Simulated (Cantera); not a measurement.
Equilibrium for boron, boron nitride and boron oxide: B + H2O + N2 + H2

Feed: 1 mol B, 5 mol H2O, 0.11 mol N2, 17 mol H2, equilibrated at 600 °C and 7.50 Torr.

Cantera equilibrium calculation (NASA polynomials, part measured and part estimated; ideal gas, pure solids and liquids). Candidate condensed phases: B, BN, B2O3, B3O3H3, H2O; 39 gas species. Gases not in the tables: H3BO3. The numbers say what is thermodynamically allowed, not how fast it happens.

The x(H2) comes out as 0.837, the x(H2O) comes out as 0.158 and the x(N2) is 0.00498. The x((HBO2)3) is 0.000357 and the x(HBO2) comes out as 4.84e-6. The n(B2O3(l)) is 0.488 mol and the gas amount comes out as 22.11 mol. The log10 activity of B(s) (absent) is -12.32 and the log10 activity of B3O3H3(s) (absent) is -21.20.
